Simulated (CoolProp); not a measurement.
Vapour-liquid equilibrium of carbon dioxide (1) + n-perfluorobutane (2) at 0.582 MPa; x and y are mole fractions of (1).

Model: multi-fluid Helmholtz-energy mixture model, Span 1996 and Gao 2022; pair parameters Bell 2016, in CoolProp.

Give the bubble temperature and the first vapour's composition at x = 0.5, 0.65, 0.95. Is there an azeotrope?

x = 0.5: -44.7 °C, y = 0.983; x = 0.65: -47.2 °C, y = 0.987; x = 0.95: -52.6 °C, y = 0.997. No azeotrope shows between x = 0.05 and 0.95.

The pair parameters rest on a limited set of measurements; away from them the model extrapolates. The gap from Raoult's law changes sign with composition, which may be real or a fault of the pair parameters; it wasn't checked against measurements. With so large a gap from Raoult's law the liquid may split in two, which this calculation doesn't test in full.
